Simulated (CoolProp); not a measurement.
C2F6 (R116) at 298.15 K and 6.05 MPa flows at 0.18 m/s in a round tube of 20 mm bore and 1.5 µm roughness, fully developed (64/Re and Nu = 3.66 if laminar; Colebrook and Gnielinski if turbulent). Each further row changes one setting.

The numbers come from the reference Helmholtz-energy equation of state, Lemmon 2006 in CoolProp. It is a short technical equation, of lower accuracy than the large ones.

```
case               Reynolds number  Darcy friction factor  pressure drop (Pa/m)  heat-transfer coefficient (W/(m² K))  mass flow (kg/h)
-----------------  ---------------  ---------------------  --------------------  ------------------------------------  ----------------
as stated                    42200                 0.0219                     …                                   410               213
velocity 0.36 m/s            84500                      …                  64.4                                   740                 …
diameter 40 mm               84500                 0.0188                  7.98                                   367                 …
```

Problem. Some entries are withheld; supply them.

Solution. 
- as stated, pressure drop (Pa/m): 18.6
- velocity 0.36 m/s, Darcy friction factor: 0.0190
- velocity 0.36 m/s, mass flow (kg/h): 426
- diameter 40 mm, mass flow (kg/h): 853

Viscosity comes from a separate model (Huber 2003), an estimate that may be off by 10 % or more. Thermal conductivity comes from a separate model (Huber 2003), an estimate that may be off by 10 % or more.
